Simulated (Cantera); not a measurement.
An isothermal, constant-pressure homogeneous reactor starts with H2 : O2 = 0.0085 : 1 (molar parts), at 1123 K and 2.03 Torr.

Computed with Cantera and the H2/O2 subset of GRI-Mech 3.0, which has no nitrogen chemistry. Radical loss at walls, strong at low pressure, is not modelled.

x: mole fraction; the columns are a selection and need not sum to one.

```tsv
t (s)	x H2	x O2	x H2O	x H	x OH	x H2O2
0.000500	0.00843	0.992	6.94e-12	8.58e-11	8.09e-11	<1e-12
0.00205	0.00843	0.992	2.37e-10	1.84e-10	6.03e-10	<1e-12
0.00841	0.00843	0.992	…	…	…	<1e-12
0.0345	0.00841	0.992	1.23e-5	1.22e-6	7.06e-6	1.64e-11
0.141	3.34e-5	0.984	0.00793	0.000398	0.000533	3.52e-9
0.580	2.77e-5	0.985	0.00800	0.000324	0.000493	3.40e-9
2.38	…	0.987	0.00815	…	…	3.36e-9
9.75	5.13e-6	0.990	0.00833	2.50e-5	0.000213	2.93e-9
40.0	6.13e-7	0.991	0.00843	1.03e-6	7.38e-5	1.59e-9
```

Question: Complete the blanks.

Answer: 
- 0.00841, x H2O: 8.68e-9
- 0.00841, x H: 1.24e-9
- 0.00841, x OH: 6.81e-9
- 2.38, x H2: 1.77e-5
- 2.38, x H: 0.000163
- 2.38, x OH: 0.000394
